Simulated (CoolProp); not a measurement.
The fluid at 293.15 K and 0.821 MPa flows at 2.6 m/s in a round tube of 6 mm bore and 1.5 µm roughness, fully developed (64/Re and Nu = 3.66 if laminar; Colebrook and Gnielinski if turbulent). The same conditions are run with several fluids, on thermodynamics alone (safety and materials aside).

The numbers come from the reference Helmholtz-energy equation of state of each fluid (n-hexane: Thol 2019; R141b: Lemmon 2006; R123: Younglove 1994; water: Wagner 2002; R11: Jacobsen 1992) in CoolProp.

```json
[
 {"fluid": "n-hexane", "Reynolds number": "32600", "Darcy friction factor": "0.0237", "pressure drop (Pa/m)": "8820", "heat-transfer coefficient (W/(m² K))": "4360", "mass flow (kg/h)": "175"},
 {"fluid": "R141b", "Reynolds number": "44600", "Darcy friction factor": "[?]", "pressure drop (Pa/m)": "15600", "heat-transfer coefficient (W/(m² K))": "[?]", "mass flow (kg/h)": "329"},
 {"fluid": "R123", "Reynolds number": "51600", "Darcy friction factor": "0.0216", "pressure drop (Pa/m)": "18000", "heat-transfer coefficient (W/(m² K))": "4180", "mass flow (kg/h)": "[?]"},
 {"fluid": "water", "Reynolds number": "15600", "Darcy friction factor": "0.0280", "pressure drop (Pa/m)": "15800", "heat-transfer coefficient (W/(m² K))": "11900", "mass flow (kg/h)": "264"},
 {"fluid": "R11", "Reynolds number": "50600", "Darcy friction factor": "0.0217", "pressure drop (Pa/m)": "18200", "heat-transfer coefficient (W/(m² K))": "4190", "mass flow (kg/h)": "394"}
]
```

**Question.** What belongs in the gaps?

**Answer.** 
- R141b, Darcy friction factor: 0.0223
- R141b, heat-transfer coefficient (W/(m² K)): 4220
- R123, mass flow (kg/h): 391

Transport values come from each fluid's own correlations; those of R141b, R11 are estimates that may be off by 10 % or more.
